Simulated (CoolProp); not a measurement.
Vapour-liquid equilibrium of isohexane (1) + benzene (2) at 292.2 K; x and y are mole fractions of (1).

Values from CoolProp's multi-fluid Helmholtz-energy mixture model, Lemmon 2006 and Thol 2012; pair parameters Bell 2016.

```tsv
x	bubble pressure (MPa)	y at the bubble point	dew pressure at overall composition x (MPa)	liquid density (mol/L)
0.05	0.01135	0.195	0.009983	11.01
0.15	0.01389	0.398	0.01089	10.53
0.25	0.01560	0.509	0.01196	10.08
0.35	0.01687	0.586	0.01321	9.669
0.45	0.01790	0.649	0.01466	9.286
0.55	0.01879	0.707	0.01628	8.929
0.65	0.01959	0.766	0.01792	8.597
0.75	0.02033	0.827	0.01938	8.285
0.85	0.02101	0.893	0.02057	7.994
0.95	0.02164	0.963	0.02153	7.720
```

No azeotrope shows between x = 0.05 and 0.95.

Pair parameters are fitted to limited data, so mixtures are less certain than the pure fluids.
